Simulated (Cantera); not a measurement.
An isothermal, constant-pressure homogeneous reactor starts with NO : N₂ = 1 : 0.1 (molar parts), at 1425 K and 15000 Pa. Integrator tolerance rtol = 1e-08.

Detailed kinetics in Cantera: GRI-Mech 3.0 (53 species, 325 reactions).

Q: What does this change do: temperature 1425 to 1850 K?

A: 
```csv
quantity,before,after
x(NO) at 7.00 s,0.903 (gas-phase equilibrium 0.00102),0.444 (gas-phase equilibrium 0.00599)
x(O₂) at 7.00 s,0.00256 (gas-phase equilibrium 0.454),0.232 (gas-phase equilibrium 0.451)
x(NO₂) at 7.00 s,0.000368 (gas-phase equilibrium 3.95e-6),0.000407 (gas-phase equilibrium 7.69e-6)
x(N₂O) at 7.00 s,0.000245 (gas-phase equilibrium 2.07e-8),6.78e-5 (gas-phase equilibrium 1.10e-7)
x(O) at 7.00 s,3.30e-7 (gas-phase equilibrium 2.43e-6),0.000248 (gas-phase equilibrium 0.000336)
x(N₂) at 7.00 s,0.0936 (gas-phase equilibrium 0.545),0.323 (gas-phase equilibrium 0.542)
```
